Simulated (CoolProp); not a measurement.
Computed with CoolProp (reference Helmholtz-energy equation of state, Setzmann 1991).

**Question.** Give the vapour pressure (MPa), vapour density (kg/m³), liquid cp (kJ/(kg K)) of saturated methane at -138.75 °C.

**Answer.** 
```csv
T (°C),p (MPa),vapour density (kg/m³),liquid cp (kJ/(kg K))
-138.75,0.474,7.61,3.72
```
